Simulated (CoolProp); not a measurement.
Computed with CoolProp (reference Helmholtz-energy equation of state, Span 2003). It is a short technical equation, of lower accuracy than the large ones.

Task: For n-heptane, give the phase and the density (kg/m³), speed of sound (m/s), Joule-Thomson coefficient (K/MPa), Prandtl number at 405.6 K and 787 kPa; 528 K and 787 kPa.

Result: 
- 405.6 K and 787 kPa: liquid; density 582, speed of sound 708, Joule-Thomson coefficient -0.168, Prandtl number 4.47
- 528 K and 787 kPa: gas; density 20.4, speed of sound 188, Joule-Thomson coefficient 10.2, Prandtl number 0.741

Viscosity comes from a separate model (Michailidou 2014). Thermal conductivity comes from a separate model (Assael 2013).
